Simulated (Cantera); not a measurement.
Charge: 1 mol Si2Cl6, a varied amount of N2, 12 mol H2, at 1600 °C and 13.3 mbar.

Method: chemical equilibrium by Gibbs-energy minimisation in Cantera with the NASA 1993 tables (ideal gas, pure condensed phases). Candidate condensed phases: NH4Cl, Si, Si3N4; 28 gas species. The feed counts by its element totals alone. The tables' values for SiCl, SiCl3, SiN are old estimates; treat these amounts as uncertain. Gases not in the tables: Si2H6 and higher silanes. Kinetics and transport are ignored.

log p: log10 of the partial pressure in bar; n: condensed amount in mol.

```
n(N2) (mol)  log p N2  log p H2  log p HCl  log p SiCl2  log p H  n Si(l)
-----------  --------  --------  ---------  -----------  -------  -------
6.4             -2.40     -2.18      -2.80        -2.98    -4.28    0.260
19              -2.13     -2.38      -3.00        -3.18    -4.38    0.248
32              -2.04       ___        ___          ___    -4.45    0.236
45              -2.00       ___        ___          ___    -4.50    0.224
58              -1.98     -2.71      -3.34        -3.51    -4.55    0.212
71              -1.96     -2.78      -3.41        -3.58    -4.58    0.201
84              -1.95     -2.84      -3.47        -3.64    -4.61    0.190
97              -1.94     -2.90      -3.52        -3.70    -4.64    0.179
```

### Question
Fill in the missing entries.

### Answer

- 32, log p H2: -2.52
- 32, log p HCl: -3.14
- 32, log p SiCl2: -3.32
- 45, log p H2: -2.63
- 45, log p HCl: -3.25
- 45, log p SiCl2: -3.43
